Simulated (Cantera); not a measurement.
Mixture: CH4 : O2 : N2 = 1 : 1.33 : 5.01 (molar parts), equivalence ratio 1.5, at 18.0 bar, adiabatic and at constant volume. Ignition delay is the time to a rise of 400 K.

Model: GRI-Mech 3.0 (53 species, 325 reactions), integrated in Cantera. The pressure lies above the range GRI-Mech 3.0 was tuned for (to about 10 atm).

What does this change do: pressure from 18.0 bar to 3.90 bar?


```
quantity                                                before       after
--------------------------------------------------  ----------  ----------
delay at 1023 K                                        33.4 ms     0.199 s
delay at 1098 K                                        10.6 ms     63.2 ms
delay at 1173 K                                        3.93 ms     21.8 ms
delay at 1248 K                                        1.60 ms     8.13 ms
delay at 1323 K                                       0.701 ms     3.23 ms
delay at 1398 K                                       0.323 ms     1.36 ms
delay at 1473 K                                       0.155 ms    0.603 ms
apparent activation energy between 1323 and 1473 K  160 kJ/mol  180 kJ/mol
```

What does this change do: pressure from 18.0 bar to 1.00 bar?


```
quantity                                                before       after
--------------------------------------------------  ----------  ----------
delay at 1023 K                                        33.4 ms     0.897 s
delay at 1098 K                                        10.6 ms     0.256 s
delay at 1173 K                                        3.93 ms     80.4 ms
delay at 1248 K                                        1.60 ms     27.6 ms
delay at 1323 K                                       0.701 ms     10.2 ms
delay at 1398 K                                       0.323 ms     4.06 ms
delay at 1473 K                                       0.155 ms     1.73 ms
apparent activation energy between 1323 and 1473 K  160 kJ/mol  190 kJ/mol
```
